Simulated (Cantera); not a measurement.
A closed system holds: 1 mol SiH4, 0.0076 mol C2H2, 130 mol H2, 0.5 mol CH4, held at 2.33 Torr.

These are equilibrium values from Cantera (NASA tables, ideal gas, pure condensed phases), not measurements of a reactor. Candidate condensed phases: C, C6H6, C7H8, C8H18, Si, SiC; 87 gas species. Mutual solubility and eutectic melting of coexisting phases are not modelled. Gases not in the tables: Si2H6 and higher silanes. Kinetics and transport are ignored.

Question: What share of the Si ends up in condensed phases as a function of T (°C), at 1575, 1675, 1775, 1875, 1975, 2075, 2175?

Answer: 
```json
[
 {"T (°C)": "1575", "Si condensed (%)": "69.6", "as": "Si(l) + SiC(s)"},
 {"T (°C)": "1675", "Si condensed (%)": "50.4", "as": "SiC(s)"},
 {"T (°C)": "1775", "Si condensed (%)": "43.8", "as": "SiC(s)"},
 {"T (°C)": "1875", "Si condensed (%)": "0.0", "as": "-"},
 {"T (°C)": "1975", "Si condensed (%)": "0.0", "as": "-"},
 {"T (°C)": "2075", "Si condensed (%)": "0.0", "as": "-"},
 {"T (°C)": "2175", "Si condensed (%)": "0.0", "as": "-"}
]
```
